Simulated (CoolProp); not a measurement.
Properties of cyclopentane along the isobar 25.5 bar.

Model: reference Helmholtz-energy equation of state, Gedanitz 2015, in CoolProp.

| T (°C) | phase | density (kg/m³) | cv (kJ/(kg K)) | fugacity coefficient |
|---|---|---|---|---|
| 180.05 | liquid | 549.1 | 1.957 | 0.6092 |
| 184.15 | liquid | 541.0 | 1.977 | 0.6405 |
| 188.15 | liquid | 532.7 | 1.997 | 0.6717 |
| 192.25 | liquid | 523.5 | 2.017 | 0.7041 |
| 200.35 | gas | 68.90 | 2.019 | 0.7512 |
| 204.45 | gas | 66.66 | 2.031 | 0.7586 |
| 208.45 | gas | 64.72 | 2.043 | 0.7655 |
| 212.55 | gas | 62.95 | 2.057 | 0.7722 |
| 216.65 | gas | 61.34 | 2.070 | 0.7787 |
| 220.65 | gas | 59.91 | 2.084 | 0.7847 |
| 224.75 | gas | 58.56 | 2.098 | 0.7907 |
| 228.75 | gas | 57.34 | 2.112 | 0.7963 |
| 232.85 | gas | 56.18 | 2.126 | 0.8018 |
| 236.95 | gas | 55.09 | 2.140 | 0.8071 |
| 240.95 | gas | 54.09 | 2.155 | 0.8121 |
